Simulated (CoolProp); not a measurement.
Vapour-liquid equilibrium of ethanol (1) + ethylbenzene (2) at 0.339 MPa; x and y are mole fractions of (1).

Model: multi-fluid Helmholtz-energy mixture model, Schroeder 2014 and Zhou 2012; pair parameters Bell 2016, in CoolProp.

```
x      bubble temperature, mixture model (°C)  bubble temperature, Raoult's law (°C)  y, mixture model  y, Raoult's law
-----  --------------------------------------  -------------------------------------  ----------------  ---------------
0.05                                    159.6                                  175.6             0.460            0.265
0.125                                   139.7                                  162.6             0.684            0.494
0.2                                     130.3                                  153.3             0.764            0.629
0.275                                   125.4                                  146.0             0.803            0.720
0.35                                    122.4                                  140.1             0.826            0.784
0.425                                   120.6                                  135.2             0.841            0.832
0.5                                     119.2                                  131.0             0.853            0.870
0.575                                   118.1                                  127.3             0.864            0.900
0.65                                    117.1                                  124.1             0.876            0.925
0.725                                   116.1                                  121.1             0.890            0.946
0.8                                     115.1                                  118.5             0.909            0.964
0.875                                   114.1                                  116.1             0.934            0.979
0.95                                    113.1                                  113.9             0.969            0.992
```

The largest gap from Raoult's law is -23.0 K in bubble temperature, at x = 0.2. No azeotrope shows between x = 0.05 and 0.95.

Pair parameters are fitted to limited data, so mixtures are less certain than the pure fluids. With so large a gap from Raoult's law the liquid may split in two, which this calculation doesn't test in full.
